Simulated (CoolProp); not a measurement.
The numbers come from the reference Helmholtz-energy equation of state, Marx 1992 in CoolProp.

Problem. For R113, give the phase and the speed of sound (m/s), Joule-Thomson coefficient (K/MPa) at 421.5 K and 19 bar; 477.6 K and 19 bar.

Solution. 
- 421.5 K and 19 bar: liquid; speed of sound 327, Joule-Thomson coefficient 0.266
- 477.6 K and 19 bar: gas; speed of sound 116, Joule-Thomson coefficient 14.0
